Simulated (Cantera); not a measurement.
A freely propagating, adiabatic, planar premixed flame of 38.7 % H2, 12.9 % O2, 48.4 % N2, equivalence ratio 1.5, unburnt at 723 K and 0.128 atm; mixture-averaged transport, grid criteria slope 0.08 and curve 0.16, no radiation.

Computed with Cantera and the H2/O2 subset of GRI-Mech 3.0, which has no nitrogen chemistry. Burning velocities carry a grid error of a few per cent, more on coarse grids.

x: mole fraction of selected species; z is measured from the peak of heat release.

```csv
z (mm),T (K),u (m/s),x H2,x O2,x H,x H2O2,x O,x H2O
-22.0,723,9.97,0.387,0.129,<1e-8,<1e-8,<1e-8,<1e-8
-14.6,723,9.97,0.387,0.129,<1e-8,<1e-8,<1e-8,<1e-8
-11.0,723,9.97,0.387,0.129,<1e-8,<1e-8,<1e-8,<1e-8
-7.32,723,9.97,0.387,0.129,8.38e-7,<1e-8,1.86e-8,1.40e-7
-3.66,729,10.0,0.386,0.129,0.000752,[?],1.89e-5,0.000527
-1.83,809,11.1,0.364,0.125,0.0127,[?],0.000451,0.0102
0,1151,15.4,0.200,0.0673,0.100,4.46e-7,0.00777,0.124
1.83,1397,18.5,0.101,0.0144,0.139,4.38e-7,0.00985,0.224
3.66,1498,19.7,0.101,0.0105,0.130,[?],0.00959,0.232
7.32,1625,21.1,0.108,0.00906,0.114,[?],0.00913,0.236
14.6,1771,22.8,0.116,0.00751,0.0964,[?],0.00808,0.241
29.3,1930,24.5,0.122,0.00576,0.0778,[?],0.00651,0.249
58.6,2088,26.2,0.128,0.00404,0.0600,[?],0.00470,0.257
```

Problem. Some entries are withheld; supply them.

Solution. 
- -3.66, x H2O2: 9.04e-8
- -1.83, x H2O2: 1.16e-7
- 3.66, x H2O2: 3.80e-7
- 7.32, x H2O2: 2.68e-7
- 14.6, x H2O2: 1.54e-7
- 29.3, x H2O2: 8.01e-8
- 58.6, x H2O2: 4.28e-8
